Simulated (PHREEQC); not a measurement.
Dissolve 0.016 mmol/kgw CaCl2, 0.093 mmol/kgw Na2HPO4 and 0.00089 mmol/kgw MgSO4 at 66 °C. Closed to the air; pH follows from the charge balance.

All values are PHREEQC results (ion-association model, phreeqc.dat), not measurements.

| Quantity | Result |
|---|---|
| pH | 7.92 |
| ionic strength | 0.000313 mol/kgw |
| total alkalinity | 0.0930 meq/kg |

| species | molality | activity | log γ |
|---|---|---|---|
| Na+ | 0.000186 | 0.000182 | -0.010 |
| HPO4-2 | 7.96e-5 | 7.30e-5 | -0.038 |
| Cl- | 3.20e-5 | 3.13e-5 | -0.010 |
| Ca+2 | 1.45e-5 | 1.33e-5 | -0.038 |
| H2PO4- | 1.17e-5 | 1.15e-5 | -0.009 |
| OH- | 1.13e-5 | 1.11e-5 | -0.010 |
| CaHPO4 | 1.04e-6 | 1.04e-6 | 0.000 |
| SO4-2 | 8.86e-7 | 8.12e-7 | -0.038 |
| Mg+2 | 7.78e-7 | 7.13e-7 | -0.038 |
| CaPO4- | 4.17e-7 | 4.08e-7 | -0.009 |
| MgHPO4 | 7.56e-8 | 7.56e-8 | 0.000 |
| MgPO4- | 3.01e-8 | 2.94e-8 | -0.009 |
| NaHPO4- | 2.65e-8 | 2.59e-8 | -0.009 |
| H+ | 1.22e-8 | 1.20e-8 | -0.009 |

This is a speciation only: nothing precipitates in the calculation. The solution is supersaturated, for example in Hydroxyapatite, so a real one may precipitate; this is no full list. Species that the database lacks are ignored. At this temperature some constants are extrapolated from 25 °C, and those without enthalpy data are left unchanged.
